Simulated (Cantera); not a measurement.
An isothermal, constant-pressure homogeneous reactor starts with 92.9 % N2O, 7.15 % O2, at 1273 K and 610 Pa.

Cantera simulation using GRI-Mech 3.0 (53 species, 325 reactions); the numbers are that mechanism's predictions, not measurements. GRI-Mech 3.0 was tuned for natural gas; its chemistry of N2O as a main component is partial and can be far from experiment. Radical loss at walls, strong at low pressure, is not modelled. The mechanism lacks the step 2 NO + O2 → 2 NO2, which can matter for NO2 below about 1400 K. The temperature is held fixed by assumption; the heat of reaction is taken as removed at once.

One state of this run: x N2O = 0.273; x O2 = 0.249; x O = 5.30e-6; x NO = 0.0609; x N2 = 0.417; x NO2 = 1.16e-5. x: mole fraction; the columns are a selection and need not sum to one.

Problem. Which value of t (s) does it belong to?
A) 0.338
B) 3.00e-5
C) 70.0
D) 0.00164

Solution. C, 70.0
